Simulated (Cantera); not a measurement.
**Ignition delay**

Mixture: CH₄ : C₂H₆ : O₂ : N₂ = 1 : 0.21 : 2.73 : 10.3 (molar parts), at 1.00 atm, adiabatic and at constant pressure. Ignition delay is the time to a rise of 400 K.

Computed with Cantera and GRI-Mech 3.0 (53 species, 325 reactions).

| T0 (K) | delay (ms) |
|---|---|
| 1100 | 15.1 |
| 1175 | 4.17 |
| 1250 | 1.52 |
| 1325 | 0.687 |
| 1400 | 0.351 |
| 1475 | 0.193 |
| 1550 | 0.111 |
| 1625 | 0.0676 |
| 1700 | 0.0433 |

The apparent activation energy between 1550 and 1700 K comes out as 140 kJ/mol.
